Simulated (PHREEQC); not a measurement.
Make-up at 25 °C: 0.22 mol HF and 0.0032 mol NH4HF2 per kg of water. Closed to the air; pH follows from the charge balance.

Computed with PHREEQC (ion-association model, phreeqc.dat).

```
quantity                    before     after
------------------------  --------  --------
pH                            1.85      3.04
ionic strength (mol/kgw)    0.0191  0.000976
HF (mol/kgw)                 0.199   0.00128
F- (mol/kgw)                0.0108  0.000971
HF2- (mol/kgw)             0.00827   4.78e-6
NH3 (mol/kgw)             1.11e-10  1.93e-11
```

### Question
What was changed between the two runs?
A) NH4HF2 replaced by NH4Br at the same molality
B) HF replaced by KF at the same molality
C) diluted 2-fold with water
D) diluted 100-fold with water

### Answer
D, diluted 100-fold with water

Precipitation was switched off in this run.
